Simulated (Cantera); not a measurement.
A perfectly stirred reactor is fed with C₃H₈ : O₂ : N₂ : CO₂ = 1 : 3.12 : 11.8 : 2.4 (molar parts), at 5.00 bar; it is adiabatic with a 350 K inlet, and is followed from long to short residence time, starting on the burning branch (τ in s: 0.15, 0.049, 0.016, 0.0052, 0.0017, 0.00055, 0.00018, 5.8e-05, 1.9e-05, 6.2e-06).

Model: GRI-Mech 3.0 (53 species, 325 reactions), integrated in Cantera. GRI-Mech 3.0 was tuned for natural gas; its chemistry of propane as a main component is partial and can be far from experiment.

x: mole fraction; the columns are a selection and need not sum to one.

```csv
τ (s),T (K),x C₃H₈,x O₂,x CO₂,x C₂H₆,x CH₃,x CH₂O
0.15,1702,2.85e-6,0.000675,0.137,[?],6.03e-5,7.58e-6
0.049,1698,8.07e-6,0.00139,0.139,[?],9.58e-5,1.44e-5
0.016,1686,2.31e-5,0.00273,0.140,[?],0.000147,2.70e-5
0.0052,1660,6.94e-5,0.00544,0.140,[?],0.000221,5.42e-5
0.0017,1598,0.000252,0.0120,0.139,[?],0.000316,0.000143
0.00055,350,0.0546,0.170,0.131,<1e-12,<1e-12,<1e-12
0.00018,350,0.0546,0.170,0.131,<1e-12,<1e-12,<1e-12
5.8e-5,350,0.0546,0.170,0.131,<1e-12,<1e-12,<1e-12
1.9e-5,350,0.0546,0.170,0.131,<1e-12,<1e-12,<1e-12
6.2e-6,350,0.0546,0.170,0.131,<1e-12,<1e-12,<1e-12
```

Problem. Complete the blanks.

Solution. 
- 0.15, x C₂H₆: 8.03e-6
- 0.049, x C₂H₆: 1.79e-5
- 0.016, x C₂H₆: 3.80e-5
- 0.0052, x C₂H₆: 8.26e-5
- 0.0017, x C₂H₆: 0.000214
